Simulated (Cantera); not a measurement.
Thermodynamics of silicon nitride deposition, feed SiH4 + N2 + H2 + NH3

Charge: 1 mol SiH4, 18 mol N2, 0.21 mol H2, 0.33 mol NH3, at 36.0 Pa.

Method: chemical equilibrium by Gibbs-energy minimisation in Cantera with the NASA 1993 tables (ideal gas, pure condensed phases). Candidate condensed phases: Si, Si3N4; 18 gas species. The tables' values for SiN are old estimates; treat these amounts as uncertain. Equilibrium is a limit: real reactors are often held back by kinetics, nucleation or transport.

```json
[
 {"T (K)": "898", "x N2": "0.866", "x H2": "0.134", "x Si": "<1e-12", "x H": "2.11e-9", "x Si2N": "<1e-12", "x SiN": "<1e-12", "x SiH": "<1e-12", "n Si3N4(s)": "0.333", "n Si(l)": "0"},
 {"T (K)": "998", "x N2": "0.866", "x H2": "0.134", "x Si": "<1e-12", "x H": "4.15e-8", "x Si2N": "<1e-12", "x SiN": "<1e-12", "x SiH": "<1e-12", "n Si3N4(s)": "0.333", "n Si(l)": "0"},
 {"T (K)": "1098", "x N2": "0.866", "x H2": "0.134", "x Si": "<1e-12", "x H": "4.77e-7", "x Si2N": "<1e-12", "x SiN": "<1e-12", "x SiH": "<1e-12", "n Si3N4(s)": "0.333", "n Si(l)": "0"},
 {"T (K)": "1198", "x N2": "0.866", "x H2": "0.134", "x Si": "6.96e-12", "x H": "3.67e-6", "x Si2N": "<1e-12", "x SiN": "<1e-12", "x SiH": "<1e-12", "n Si3N4(s)": "0.333", "n Si(l)": "0"},
 {"T (K)": "1298", "x N2": "0.866", "x H2": "0.134", "x Si": "1.49e-9", "x H": "2.07e-5", "x Si2N": "1.36e-12", "x SiN": "9.13e-11", "x SiH": "8.67e-11", "n Si3N4(s)": "0.333", "n Si(l)": "0"},
 {"T (K)": "1398", "x N2": "0.866", "x H2": "0.134", "x Si": "1.46e-7", "x H": "9.12e-5", "x Si2N": "4.71e-10", "x SiN": "5.29e-9", "x SiH": "5.12e-9", "n Si3N4(s)": "0.333", "n Si(l)": "0"},
 {"T (K)": "1498", "x N2": "0.866", "x H2": "0.134", "x Si": "7.73e-6", "x H": "0.000331", "x Si2N": "7.36e-8", "x SiN": "1.77e-7", "x SiH": "1.74e-7", "n Si3N4(s)": "0.333", "n Si(l)": "0"},
 {"T (K)": "1598", "x N2": "0.865", "x H2": "0.133", "x Si": "0.000247", "x H": "0.00102", "x Si2N": "6.03e-6", "x SiN": "3.79e-6", "x SiH": "3.76e-6", "n Si3N4(s)": "0.332", "n Si(l)": "0"},
 {"T (K)": "1698", "x N2": "0.868", "x H2": "0.128", "x Si": "0.00182", "x H": "0.00272", "x Si2N": "3.56e-5", "x SiN": "1.97e-5", "x SiH": "1.93e-5", "n Si3N4(s)": "0", "n Si(l)": "0.959"},
 {"T (K)": "1798", "x N2": "0.860", "x H2": "0.125", "x Si": "0.00857", "x H": "0.00655", "x Si2N": "0.000108", "x SiN": "6.71e-5", "x SiH": "6.59e-5", "n Si3N4(s)": "0", "n Si(l)": "0.809"}
]
```
x: gas mole fraction; n: condensed amount in mol.

From 898 K to 1598 K the condensed part is Si3N4(s). From 1698 K to 1798 K the condensed part is Si(l).
